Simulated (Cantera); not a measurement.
Si3N4 + HF (nitride etching)

Input: 1 mol Si3N4, 7 mol HF.

Method: chemical equilibrium by Gibbs-energy minimisation in Cantera with the NASA 1993 tables (ideal gas, pure condensed phases). Candidate condensed phases: Si, Si3N4; 37 gas species. The tables' values for SiF2, SiF3 are old estimates. Rates play no part.

Stable condensed phases:

```
T in °C \ P in Pa
              1    6.8     46    320   2200  15000 100000
   1702       A      A      A      A      B      B      C
   1602       A      A      A      B      B      C      C
   1502       A      A      A      B      B      C      C
   1402       A      A      B      B      C      C      C
   1302       A      B      B      C      C      C      C
   1202       B      B      C      C      C      C      C
   1102       B      C      C      C      C      C      C
   1002       C      C      C      C      C      C      C
    902       C      C      C      C      C      C      C
    802       C      C      C      C      C      C      C
    702       C      C      C      C      C      C      C
    602       C      C      C      C      C      C      C
    502       C      C      C      C      C      C      C
```

A: gas only; B: Si; C: Si3N4.
